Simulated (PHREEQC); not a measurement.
# Acid rinse or clean: an equilibrium model

Dissolve 6.2 mmol/kgw H2SO4, 14 mmol/kgw Al2(SO4)3 and 2.4 mmol/kgw MgCl2 at 25 °C. Closed to the air; pH follows from the charge balance.

Equilibrium calculation in PHREEQC: ion-association model, wateq4f.dat.

Precipitation was switched off in this run.

Q: Estimate the pH, ionic strength.

A: pH 2.19; ionic strength 0.0710 mol/kgw.

Q: In which forms is Al present?

A: AlSO4+ 72 %, Al+3 14 %, Al(SO4)2- 14 % of the Al.

Complexes and solids missing from the database can't appear.
